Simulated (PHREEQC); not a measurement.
Make-up at 25 °C: 0.28 mol/kgw HF, 0.12 mol/kgw K2HPO4 and 0.019 mol/kgw KCl. Closed to the air; pH follows from the charge balance.

Computed with PHREEQC (ion-association model, phreeqc.dat).

```tsv
quantity	before	after
pH	2.94	1.32
ionic strength (mol/kgw)	0.261	0.230
HF (mol/kgw)	0.107	0.263
F- (mol/kgw)	0.0954	0.00553
HF2- (mol/kgw)	0.0387	0.00553
```

Which change was made?
(A) HF from 0.28 to 0.028 mol/kgw
(B) KCl replaced by KBr at the same molality
(C) K2HPO4 replaced by KHSO4 at the same molality
(D) KCl from 0.019 to 0.0095 mol/kgw
(E) K2HPO4 left out

C, K2HPO4 replaced by KHSO4 at the same molality

Precipitation was switched off in this run.
